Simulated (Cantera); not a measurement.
Cantera run:

```python
import numpy as np
import cantera as ct

gas_names = """
    C CN CO CO2 C2 CCN CNC C2N2 C2O C3 C3O2 C4 C4N2 C5 N NCO NO NO2 NO3 N2 N2O O O2 O3 Pb PbO Pb2
""".split()
cond_names = """
    C(gr) Pb(cr) Pb(L) PbO(rd) PbO(yw) PbO(L) PbO2(s) Pb3O4(s)
""".split()


# ... load() reads the species with a 1 bar reference pressure and builds the phases ...
atoms = {
    'PbO': {'Pb': 1, 'O': 1},
    'C': {'C': 1},
    'N2': {'N': 2},
}
top_T = {'C(gr)': 4500, 'Pb3O4(s)': 820}  # K; cautious upper limits of use, not melting points


# ... equilibrate(T, P, feed) seeds the gas with the atoms and calls Mixture.equilibrate('TP', solver="vcs", rtol=1e-11, max_steps=5000) ...
results = []
feed = {'PbO': 1, 'C': 0.64, 'N2': 1.9}  # mol
T = 2325  # K
for P in [10, 52, 270, 1400, 7200, 37000, 190000, 1000000]:
    mix = equilibrate(T, P, feed)
    results.append((T, P, feed, dict(zip(mix.species_names, mix.species_moles))))

top = {s: max(r[3][s] / sum(r[3][g] for g in gas_names) for r in results) for s in gas_names}
cols = sorted((s for s in top if top[s] > 1e-05), key=lambda s: -top[s])[:5]
seen = [c for c in cond_names if any(r[3].get(c, 0) > 1e-12 for r in results)]
print("log10 of partial pressures in bar; condensed amounts in mol")
print(f"{'P/Pa':>10s}" + "".join(f"{s[:9]:>10s}" for s in cols + seen))
for T, P, feed, n in results:
    ng = sum(n[g] for g in gas_names)
    print(f"{P:10.4g}" + "".join(f"{np.log10(max(n[s] / ng * P / 1e5, 1e-99)):10.3f}" for s in cols)
          + "".join(f"{n.get(c, 0):10.4g}" for c in seen))
```

It prints:

```
log10 of partial pressures in bar; condensed amounts in mol
      P/Pa        N2        Pb        CO       CO2         O
        10    -4.303    -4.583    -4.805    -5.933    -5.236
        52    -3.577    -3.860    -4.129    -4.818    -4.798
       270    -2.851    -3.142    -3.474    -3.853    -4.487
      1400    -2.130    -2.427    -2.820    -3.004    -4.292
      7200    -1.415    -1.718    -2.144    -2.237    -4.202
   3.7e+04    -0.703    -1.007    -1.445    -1.509    -4.173
   1.9e+05     0.008    -0.298    -0.738    -0.794    -4.165
     1e+06     0.731     0.419    -0.017    -0.070    -4.162
```

These are equilibrium values from Cantera (NASA tables, ideal gas, pure condensed phases), not measurements of a reactor. Gases not in the tables: (PbO)n polymers.
